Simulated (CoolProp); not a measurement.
Values from CoolProp's reference Helmholtz-energy equation of state, Span 1996.

Q: For carbon dioxide, give the phase and the density (kg/m³), isothermal compressibility (1/MPa), viscosity (µPa s), conductivity (mW/(m K)) at 14.15 °C and 7740 kPa; 41.05 °C and 7740 kPa; 175.55 °C and 7740 kPa.

A: 
- 14.15 °C and 7740 kPa: liquid; density 872, isothermal compressibility 0.0139, viscosity 85.9, conductivity 99.0
- 41.05 °C and 7740 kPa: supercritical; density 244, isothermal compressibility 0.337, viscosity 20.7, conductivity 37.9
- 175.55 °C and 7740 kPa: supercritical; density 99.8, isothermal compressibility 0.140, viscosity 23.3, conductivity 32.5

Viscosity comes from a separate model (Laesecke 2017). Thermal conductivity comes from a separate model (Huber 2016).
